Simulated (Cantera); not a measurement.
Feed: 1 mol borazine, 0.17 mol H2O, at 1848 K and 7.10 mbar.

Method: chemical equilibrium by Gibbs-energy minimisation in Cantera with the NASA 1993 tables (ideal gas, pure condensed phases). Candidate condensed phases: B, BN, B2O3, B3O3H3, H2O; 39 gas species. The feed counts by its element totals alone. The tables' values for BH2 are old estimates; treat these amounts as uncertain. Equilibrium is a limit: real reactors are often held back by kinetics, nucleation or transport.

Task: What is the equilibrium state?

Result: 
| Item | Result |
|---|---|
| x(H2) | 0.924 |
| x(HBO) | 0.0356 |
| x(N2) | 0.0251 |
| x(H) | 0.00605 |
| x(B2O2) | 0.00479 |
| x(BO) | 0.00395 |
| x(HBO2) | 0.000295 |
| x(B2O3) | 0.000292 |
| x(BH2) | 3.99e-5 |
| n(BN(s)) | 2.83 mol |
| gas amount | 3.355 mol |
| log10 activity of B(s) (absent) | -0.62 |
| log10 activity of B3O3H3(s) (absent) | -13.53 |
